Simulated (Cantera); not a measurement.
An isothermal, constant-pressure homogeneous reactor starts with 4.58 % H2, 95.4 % O2, at 1225 K and 1330 Pa.

Computed with Cantera and the H2/O2 subset of GRI-Mech 3.0, which has no nitrogen chemistry. Radical loss at walls, strong at low pressure, is not modelled. The temperature is held fixed by assumption; the heat of reaction is taken as removed at once.

x: mole fraction; the columns are a selection and need not sum to one.

```
t (s)         x H2   x O2       x O      x OH     x H2O       x H    x H2O2
--------  --------  -----  --------  --------  --------  --------  --------
0.000300    0.0458  0.954   4.18e-8   2.97e-8   4.26e-8   1.99e-8  1.31e-11
0.000675    0.0458  0.954       [?]       [?]       [?]       [?]  6.65e-11
0.00152     0.0453  0.954  0.000241  0.000163  0.000344  0.000102  9.80e-10
0.00342    0.00134  0.919    0.0295   0.00419    0.0386   0.00752   1.11e-7
0.00770   0.000673  0.921    0.0290   0.00329    0.0408   0.00571   7.62e-8
0.0173    0.000560  0.927    0.0237   0.00301    0.0419   0.00424   7.72e-8
0.0390    0.000381  0.936    0.0156   0.00249    0.0436   0.00230   7.68e-8
0.0877    0.000184  0.945   0.00738   0.00174    0.0452  0.000748   7.01e-8
0.197      6.01e-5  0.950   0.00239  0.000997    0.0462  0.000138   5.29e-8
0.444      1.52e-5  0.952  0.000605  0.000504    0.0466   1.76e-5   3.13e-8
1.00           [?]  0.953       [?]       [?]    0.0467       [?]       [?]
```

Task: Fill in the missing entries.

Result: 
- 0.000675, x O: 6.74e-7
- 0.000675, x OH: 4.61e-7
- 0.000675, x H2O: 9.20e-7
- 0.000675, x H: 2.87e-7
- 1.00, x H2: 3.65e-6
- 1.00, x O: 0.000145
- 1.00, x OH: 0.000248
- 1.00, x H: 2.08e-6
- 1.00, x H2O2: 1.52e-8
